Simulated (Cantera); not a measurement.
Cantera with NASA thermochemical tables; ideal gases at 1 bar, condensed phases pure. Values are per mole of reaction as written; species without (g) are pure solids or liquids, kept so even where they would boil at 1 bar.

Ti3O5 ⇌ TiO(g) + 2 TiO2, with ΔH° = 624.0 kJ and ΔS° = 204.7 J/K at 300 K.

Problem. How far is the shortcut ΔG° ≈ ΔH°(300 K) − T·ΔS°(300 K) from the full temperature-dependent value at 448, 473, 498, 523, 548, 573 K?

Solution. 
```csv
T (K),shortcut (kJ),full (kJ),difference (kJ),difference in log10 K
448,532.4,532.9,-0.6,0.07
473,527.2,528.7,-1.5,0.16
498,522.1,524.6,-2.4,0.25
523,517.0,520.4,-3.4,0.34
548,511.9,516.3,-4.4,0.42
573,506.8,512.2,-5.4,0.50
```
The shortcut ignores the heat-capacity change of the reaction.
